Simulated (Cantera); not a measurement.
Input: 1 mol MgF2, 0.097 mol O2, a varied amount of N2, held at 2000 K and 100000 Pa.

These are equilibrium values from Cantera (NASA tables, ideal gas, pure condensed phases), not measurements of a reactor. Candidate condensed phases: Mg, MgF2, MgO; 24 gas species. Kinetics and transport are ignored.

Task: At 2.9 mol N2, list the 5 most abundant gas species with their mole fractions, and the condensed phases.

Result: N2 0.940, O2 0.0298, MgF2 0.0273, NO 0.00315, O 0.000116. Condensed: MgF2(l).
